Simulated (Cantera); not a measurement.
Input: 1 mol Si, a varied amount of O₂, 14 mol N₂, equilibrated at 1698 K and 1330 Pa.

Cantera equilibrium calculation (NASA polynomials, part measured and part estimated; ideal gas, pure solids and liquids). Candidate condensed phases: Si, SiO₂, Si₂N₂O, Si₃N₄; 16 gas species. Mutual solubility and eutectic melting of coexisting phases are not modelled. The tables hold silica as quartz up to 1696 K and as liquid above; real silica turns to tridymite and cristobalite and melts near 1996 K. Rates play no part.

x: gas mole fraction; n: condensed amount in mol.

```tsv
n(O₂) (mol)	x N₂	x SiO	x Si	x NO	n Si₂N₂O(s)	n Si₃N₄(s)	n SiO₂(condensed)
0.12	0.998	0.00215	1.15e-5	<1e-12	0.211	0.183	0
0.25	0.998	0.00215	1.15e-5	<1e-12	0.471	0.00967	0
0.38	0.964	0.0364	[?]	7.07e-11	0.240	0	0
0.51	0.935	0.0654	[?]	3.53e-10	0	0	0.0200
0.64	0.951	0.0489	[?]	4.77e-10	0	0	0.280
0.77	0.968	0.0318	[?]	7.39e-10	0	0	0.540
0.9	0.986	0.0141	[?]	1.69e-9	0	0	0.800
1	1.000	5.42e-6	<1e-12	4.41e-6	0	0	1.000
```

Q: Some entries are withheld; supply them.

A: 
- 0.38, x Si: 7.06e-7
- 0.51, x Si: 2.50e-7
- 0.64, x Si: 1.40e-7
- 0.77, x Si: 5.91e-8
- 0.9, x Si: 1.16e-8
